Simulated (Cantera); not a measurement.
**Low-pressure radical oxidation in H2/O2**

An isothermal, constant-pressure homogeneous reactor starts with H₂ : O₂ = 0.84 : 1 (molar parts), at 1200 K and 18.8 Torr.

Cantera simulation using the H2/O2 subset of GRI-Mech 3.0, which has no nitrogen chemistry; the numbers are that mechanism's predictions, not measurements. Radical loss at walls, strong at low pressure, is not modelled. The temperature is held fixed by assumption; the heat of reaction is taken as removed at once.

| t (s) | x H₂ | x O₂ | x H | x H₂O₂ | x H₂O | x O | x OH |
|---|---|---|---|---|---|---|---|
| 1.00e-5 | 0.457 | 0.543 | 4.16e-9 | 1.48e-12 | 2.98e-10 | 4.11e-10 | 3.05e-10 |
| 2.90e-5 | 0.457 | 0.543 | 1.45e-8 | 1.25e-11 | 4.87e-9 | 2.76e-9 | 1.68e-9 |
| 8.42e-5 | 0.457 | 0.543 | 1.10e-7 | 1.05e-10 | 1.02e-7 | 2.72e-8 | 1.52e-8 |
| 0.000244 | 0.456 | 0.543 | 1.33e-5 | 1.02e-9 | 1.67e-5 | 3.41e-6 | 1.90e-6 |
| 0.000709 | 0.0652 | 0.364 | 0.200 | 9.30e-7 | 0.288 | 0.0657 | 0.0163 |
| 0.00206 | 0.0310 | 0.373 | 0.107 | 1.30e-6 | 0.428 | 0.0477 | 0.0134 |
| 0.00597 | 0.00764 | 0.401 | 0.00983 | 2.10e-6 | 0.565 | 0.00949 | 0.00666 |
| 0.0173 | 0.000548 | 0.408 | 0.000170 | 9.37e-7 | 0.589 | 0.000645 | 0.00172 |
| 0.0503 | 5.44e-5 | 0.408 | 5.66e-6 | 2.69e-7 | 0.591 | 6.69e-5 | 0.000556 |
| 0.146 | 9.43e-6 | 0.408 | 4.41e-7 | 8.46e-8 | 0.591 | 1.23e-5 | 0.000239 |
| 0.423 | 2.26e-6 | 0.408 | 5.44e-8 | 2.84e-8 | 0.591 | 3.05e-6 | 0.000119 |
| 1.23 | 6.45e-7 | 0.408 | 8.53e-9 | 9.87e-9 | 0.592 | 8.89e-7 | 6.41e-5 |
| 3.56 | 2.11e-7 | 0.408 | 1.62e-9 | 3.64e-9 | 0.592 | 2.93e-7 | 3.68e-5 |
| 10.3 | 9.33e-8 | 0.408 | 4.79e-10 | 1.74e-9 | 0.592 | 1.28e-7 | 2.43e-5 |
| 30.0 | 7.51e-8 | 0.408 | 3.46e-10 | 1.44e-9 | 0.592 | 1.02e-7 | 2.17e-5 |
x: mole fraction; the columns are a selection and need not sum to one.

Equilibrium at this temperature and pressure: H₂ 7.49e-8, O₂ 0.408, H 3.44e-10, H₂O₂ 1.43e-9, H₂O 0.592, O 1.02e-7, OH 2.17e-5 (gas phase only).
